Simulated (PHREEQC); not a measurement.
Model water analysis in mg/kgw, 25 °C, pH 4.19, pe 9.2: Na 76.6; K 41.7; Ca 69.9; Mg 98; Cl 79.4; S(6) as SO4 635; Br 0.741.

Cl is adjusted to close the charge balance.
Valence states are taken as typed.

All values are PHREEQC results (ion-association model, wateq4f.dat), not measurements.

This is a speciation only: nothing precipitates in the calculation.

### Question
Order these S species by the share of S that they hold, largest first: MgSO4, KSO4-, SO4-2, CaSO4, NaSO4-.

### Answer
SO4-2 (75 %), MgSO4 (17 %), CaSO4 (6.5 %), NaSO4- (0.70 %), KSO4- (0.31 %)

The pH is 4.19 and the ionic strength 0.0221 mol/kgw.
